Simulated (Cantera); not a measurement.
An adiabatic, constant-pressure homogeneous reactor starts with 29.6 % H2, 14.8 % O2, 55.6 % N2, equivalence ratio 1.0, at 998 K and 100000 Pa.

Model: GRI-Mech 3.0 (53 species, 325 reactions), integrated in Cantera.

x: mole fraction; the columns are a selection and need not sum to one.

| t (s) | T (K) | x H2 | x O2 | x H2O | x HO2 | x OH | x NO | x N2O |
|---|---|---|---|---|---|---|---|---|
| 4.00e-6 | 998 | 0.296 | 0.148 | 2.62e-11 | 1.47e-10 | 3.24e-12 | <1e-12 | <1e-12 |
| 1.31e-5 | 998 | 0.296 | 0.148 | 3.83e-10 | 7.01e-10 | 1.45e-11 | <1e-12 | <1e-12 |
| 4.28e-5 | 998 | 0.296 | 0.148 | 7.17e-9 | 6.55e-9 | 1.02e-10 | <1e-12 | <1e-12 |
| 0.000140 | 998 | 0.296 | 0.148 | 7.76e-7 | 5.59e-7 | 7.18e-9 | <1e-12 | <1e-12 |
| 0.000458 | 2550 | 0.0431 | 0.0166 | 0.268 | 4.93e-6 | 0.0241 | ___ | 1.48e-7 |
| 0.00150 | 2688 | 0.0358 | 0.0123 | 0.285 | 4.52e-6 | 0.0207 | ___ | 2.76e-7 |
| 0.00490 | 2682 | 0.0365 | 0.0113 | 0.284 | 4.18e-6 | 0.0200 | ___ | 3.03e-7 |
| 0.0160 | 2680 | 0.0367 | 0.0110 | 0.284 | 4.09e-6 | 0.0198 | 0.00633 | 3.15e-7 |
| 0.0524 | 2680 | 0.0367 | 0.0110 | 0.284 | 4.09e-6 | 0.0198 | 0.00634 | 3.16e-7 |
| 0.171 | 2680 | 0.0367 | 0.0110 | 0.284 | 4.09e-6 | 0.0198 | 0.00634 | 3.16e-7 |
| 0.561 | 2680 | 0.0367 | 0.0110 | 0.284 | 4.09e-6 | 0.0198 | 0.00634 | 3.16e-7 |
| 1.83 | 2680 | 0.0367 | 0.0110 | 0.284 | 4.09e-6 | 0.0198 | 0.00634 | 3.16e-7 |
| 6.00 | 2680 | 0.0367 | 0.0110 | 0.284 | 4.09e-6 | 0.0198 | 0.00634 | 3.16e-7 |

**Question.** Complete the blanks.

**Answer.** 
- 0.000458, x NO: 0.000184
- 0.00150, x NO: 0.00215
- 0.00490, x NO: 0.00545
